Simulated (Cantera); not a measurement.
Equilibrium for sublimation and decomposition of ceramics: MgO + C + H2

Feed: 1 mol MgO, a varied amount of C, 0.051 mol H2, equilibrated at 2252 °C and 13.3 mbar.

Method: chemical equilibrium by Gibbs-energy minimisation in Cantera with the NASA 1993 tables (ideal gas, pure condensed phases). Candidate condensed phases: C, C6H6, C7H8, C8H18, H2O, Mg, MgCO3, MgO, Mg(OH)2; 116 gas species. The tables' values for MgH are old estimates; treat these amounts as uncertain. Rates play no part.

From 0.041 mol C to 0.54 mol C the condensed part is MgO(s). The main Mg-bearing gas is Mg throughout. The share of Mg in condensed phases is highest at 0.041 mol C (92.5 %) and lowest at 0.54 mol C (35.5 %).

```tsv
n(C) (mol)	x Mg	x CO	x H2O	x H2	x H	x CO2	x OH	n MgO(s)
0.041	0.412	0.199	0.117	0.117	0.0830	0.0318	0.0177	0.925
0.087	0.447	0.272	0.0680	0.0736	0.0659	0.0401	0.0130	0.873
0.13	0.463	0.306	0.0478	0.0537	0.0563	0.0434	0.0107	0.824
0.18	0.475	0.328	0.0350	0.0403	0.0488	0.0455	0.00903	0.767
0.22	0.481	0.340	0.0286	0.0333	0.0443	0.0465	0.00810	0.721
0.27	0.487	0.351	0.0230	0.0272	0.0400	0.0474	0.00723	0.664
0.31	0.491	0.357	0.0198	0.0236	0.0373	0.0479	0.00668	0.618
0.36	0.494	0.363	0.0168	0.0201	0.0344	0.0484	0.00613	0.561
0.41	0.497	0.368	0.0145	0.0174	0.0321	0.0488	0.00568	0.504
0.45	0.499	0.371	0.0130	0.0157	0.0304	0.0490	0.00537	0.458
0.5	0.501	0.375	0.0115	0.0139	0.0287	0.0492	0.00504	0.401
0.54	0.502	0.377	0.0105	0.0128	0.0274	0.0494	0.00481	0.355
```
x: gas mole fraction; n: condensed amount in mol.
